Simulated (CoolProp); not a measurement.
Saturation properties of C2F6 (R116).

Computed with CoolProp (reference Helmholtz-energy equation of state, Lemmon 2006). It is a short technical equation, of lower accuracy than the large ones.

```csv
T (K),p (MPa),liquid density (kg/m³),vapour Z,surface tension (mN/m),vapour viscosity (µPa s)
211,0.2217,1532,0.9217,8.91,___
217.9,0.2990,1498,0.9034,8.00,___
224.8,0.3951,1463,0.8825,7.11,10.5
231.7,0.5126,1426,0.8589,6.24,10.8
238.5,0.6522,1388,0.8325,5.40,11.1
245.4,0.8210,___,___,___,11.5
252.3,___,1302,0.7685,3.76,12.0
259.1,1.250,1253,0.7305,3.00,12.5
266,1.520,1199,0.6865,2.26,13.2
272.9,___,1136,0.6349,1.57,14.2
279.8,2.191,1061,0.5723,0.925,15.8
```

**Question.** Some entries are withheld; supply them.

**Answer.** 
- 211, vapour viscosity (µPa s): 9.83
- 217.9, vapour viscosity (µPa s): 10.1
- 245.4, liquid density (kg/m³): 1346
- 245.4, vapour Z: 0.8024
- 245.4, surface tension (mN/m): 4.57
- 252.3, p (MPa): 1.020
- 272.9, p (MPa): 1.832

It boils at 195.1 K under 1 atm.

Viscosity comes from a separate model (Huber 2003), an estimate that may be off by 10 % or more. Surface tension comes from a separate correlation (Mulero 2012).
